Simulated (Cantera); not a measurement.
Source: NASA polynomial tables (part measured, part estimated), evaluated in Cantera. Values are per mole of reaction as written; species without (g) are pure solids or liquids, kept so even where they would boil at 1 bar.

Sr + 2 O(g) + 2 HF(g) → Sr(OH)2 + 2 F(g), with ΔH° = -763.4 kJ and ΔS° = -310.2 J/K at 300 K.

Task: How far is the shortcut ΔG° ≈ ΔH°(300 K) − T·ΔS°(300 K) from the full temperature-dependent value at 725, 925, 1125, 1325, 1525, 1725, 1925, 2125 K?

Result: 
| T (K) | shortcut (kJ) | full (kJ) | difference (kJ) | difference in log10 K | condensed phases |
|---|---|---|---|---|---|
| 725 | -538.5 | -540.0 | 1.4 | -0.10 | Sr(s), Sr(OH)2(s) |
| 925 | -476.5 | -485.6 | 9.1 | -0.51 | Sr(s), Sr(OH)2(l) |
| 1125 | -414.5 | -435.0 | 20.5 | -0.95 | Sr(l), Sr(OH)2(l) |
| 1325 | -352.4 | -385.6 | 33.2 | -1.31 | Sr(l), Sr(OH)2(l) |
| 1525 | -290.4 | -338.0 | 47.6 | -1.63 | Sr(l), Sr(OH)2(l) |
| 1725 | -228.4 | -291.9 | 63.6 | -1.92 | Sr(l), Sr(OH)2(l) |
| 1925 | -166.3 | -247.1 | 80.8 | -2.19 | Sr(l), Sr(OH)2(l) |
| 2125 | -104.3 | -203.4 | 99.1 | -2.44 | Sr(l), Sr(OH)2(l) |
The shortcut ignores heat capacities and the phase changes listed.
